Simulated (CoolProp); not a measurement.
The fluid at 456.51 K and 0.816 MPa flows at 20 m/s in a round tube of 10 mm bore and 15 µm roughness, fully developed (64/Re and Nu = 3.66 if laminar; Colebrook and Gnielinski if turbulent). The same conditions are run with several fluids, on thermodynamics alone (safety and materials aside).

The numbers come from the reference Helmholtz-energy equation of state of each fluid (c-C4F8 (RC318): Platzer 1990; ethane: Bücker 2006; R227EA: Lemmon 2016; n-butane: Bücker 2006; R507A: Lemmon 2003) in CoolProp. The equations of Platzer and Polt are older, rougher fits. Blends and air are pseudo-pure fits.

**Question.** Rank c-C4F8 (RC318), ethane, R227EA, n-butane, R507A by Reynolds number, highest first.

**Answer.** c-C4F8 (RC318) (507000), R227EA (430000), R507A (237000), n-butane (233000), ethane (94800)

```json
[
 {"fluid": "c-C4F8 (RC318)", "Darcy friction factor": "0.0222", "pressure drop (Pa/m)": "20200", "heat-transfer coefficient (W/(m² K))": "2860", "mass flow (kg/h)": "258"},
 {"fluid": "ethane", "Darcy friction factor": "0.0238", "pressure drop (Pa/m)": "3130", "heat-transfer coefficient (W/(m² K))": "1090", "mass flow (kg/h)": "37.1"},
 {"fluid": "R227EA", "Darcy friction factor": "0.0222", "pressure drop (Pa/m)": "17100", "heat-transfer coefficient (W/(m² K))": "2560", "mass flow (kg/h)": "217"},
 {"fluid": "n-butane", "Darcy friction factor": "0.0227", "pressure drop (Pa/m)": "6020", "heat-transfer coefficient (W/(m² K))": "2080", "mass flow (kg/h)": "75.1"},
 {"fluid": "R507A", "Darcy friction factor": "0.0226", "pressure drop (Pa/m)": "9910", "heat-transfer coefficient (W/(m² K))": "1530", "mass flow (kg/h)": "124"}
]
```

Transport values come from each fluid's own correlations; those of c-C4F8 (RC318), R227EA are estimates that may be off by 10 % or more.
